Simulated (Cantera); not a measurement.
SiH2Cl2 + N2 (silicon nitride deposition)

A closed system holds: 1 mol SiH2Cl2, 15 mol N2, at 0.100 bar.

Method: chemical equilibrium by Gibbs-energy minimisation in Cantera with the NASA 1993 tables (ideal gas, pure condensed phases). Candidate condensed phases: NH4Cl, Si, Si3N4; 28 gas species. N2 is the only nitrogen source here; it is nearly inert below about 1500 K, so the nitride shown seldom forms there in practice. The tables' values for SiCl3 are old estimates; treat these amounts as uncertain. Kinetics and transport are ignored.

```csv
T (K),x N2,x HCl,x H2,x SiCl4,x SiCl2,x SiCl3,x SiHCl3,n Si3N4(s)
798,0.890,0.0691,0.0270,0.0135,2.96e-11,5.94e-8,4.63e-6,0.260
848,0.890,0.0718,0.0256,0.0128,3.59e-10,2.52e-7,7.39e-6,0.264
898,0.889,0.0742,0.0244,0.0122,3.29e-9,9.10e-7,1.12e-5,0.267
948,0.889,0.0762,0.0233,0.0117,2.37e-8,2.86e-6,1.61e-5,0.270
998,0.888,0.0780,0.0224,0.0112,1.40e-7,7.99e-6,2.23e-5,0.272
1048,0.888,0.0796,0.0216,0.0108,6.94e-7,2.02e-5,3.00e-5,0.275
1098,0.888,0.0810,0.0209,0.0104,2.96e-6,4.68e-5,3.92e-5,0.276
1148,0.887,0.0822,0.0203,0.0101,1.11e-5,0.000101,4.98e-5,0.278
1198,0.887,0.0832,0.0198,0.00969,3.71e-5,0.000202,6.20e-5,0.279
1248,0.887,0.0841,0.0193,0.00929,0.000112,0.000379,7.52e-5,0.280
1298,0.886,0.0847,0.0190,0.00880,0.000306,0.000671,8.91e-5,0.280
1348,0.886,0.0849,0.0188,0.00814,0.000766,0.00111,0.000102,0.278
1398,0.886,0.0847,0.0189,0.00722,0.00175,0.00172,0.000113,0.275
1448,0.885,0.0836,0.0193,0.00597,0.00362,0.00243,0.000118,0.267
```
x: gas mole fraction; n: condensed amount in mol.

From 798 K to 1448 K the condensed part is Si3N4(s). The main Si-bearing gas is SiCl4 throughout.
